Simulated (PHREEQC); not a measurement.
A solution holds 0.099 mol/kgw Zn(NO3)2, 0.029 mol/kgw FeCl3 and 0.19 mol/kgw KCl, at 20 °C. Closed to the air; pH follows from the charge balance.

Equilibrium calculation in PHREEQC: ion-association model, phreeqc.dat.

Problem. The ionic strength comes out as 0.580 mol/kgw. What activity coefficients do ZnCl+, NO3-, K+, H+, Cl- get?

Solution. ZnCl+ 0.64, NO3- 0.60, K+ 0.64, H+ 0.76, Cl- 0.64.

No solid was allowed to form. Examples of supersaturated solids here: Hematite (slow to form), Goethite (slow to form). Others may be too. Species that the database lacks are ignored.
